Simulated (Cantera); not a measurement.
## Fe + SO2 + CO (metals in furnace atmospheres)

Feed: 1 mol Fe, 0.3 mol SO2, a varied amount of CO, at 1250 °C and 1 atm.

Equilibrium computed with Cantera from the NASA thermochemical tables; the gas is ideal and each condensed phase is pure. Candidate condensed phases: C, Fe, Fe(CO)5, FeO, FeS, FeSO4, FeS2, Fe2O3, Fe2(SO4)3, Fe3O4, S; 25 gas species. Metal and sulfide melt together well below either melting point, which pure phases cannot show. Mutual solubility and eutectic melting of coexisting phases are not modelled. The tables' stoichiometric FeO is somewhat more stable than real wüstite, so its field is too wide. FeO, FeS: taken at fixed stoichiometry. The numbers say what is thermodynamically allowed, not how fast it happens.

```tsv
n(CO) (mol)	x CO	x CO2	x COS	x S2	x SO2	x CS2	n Fe(γ)	n FeO(s)	n FeS(l)
1.2	0.862	0.137	0.000444	2.23e-5	2.18e-6	3.40e-7	0.266	0.435	0.299
1.6	0.862	0.137	0.000444	2.23e-5	2.18e-6	3.40e-7	0.321	0.380	0.299
2.2	0.862	0.137	0.000444	2.23e-5	2.18e-6	3.40e-7	0.404	0.298	0.299
3	0.862	0.137	0.000444	2.23e-5	2.18e-6	3.40e-7	0.514	0.188	0.299
4.1	0.862	0.137	0.000444	2.23e-5	2.18e-6	3.40e-7	0.666	0.0364	0.298
5.7	0.894	0.105	0.000461	2.23e-5	1.19e-6	4.78e-7	0.703	0	0.297
7.8	0.923	0.0769	0.000476	2.23e-5	5.95e-7	6.96e-7	0.704	0	0.296
11	0.945	0.0545	0.000487	2.23e-5	2.85e-7	1.03e-6	0.706	0	0.294
15	0.959	0.0400	0.000495	2.23e-5	1.49e-7	1.45e-6	0.708	0	0.292
20	0.969	0.0300	0.000500	2.23e-5	8.20e-8	1.97e-6	0.711	0	0.289
```
x: gas mole fraction; n: condensed amount in mol.

From 1.2 mol CO to 4.1 mol CO the condensed part is Fe(γ) + FeO(s) + FeS(l). From 5.7 mol CO to 20 mol CO the condensed part is Fe(γ) + FeS(l). The main Fe-bearing gas is Fe throughout.
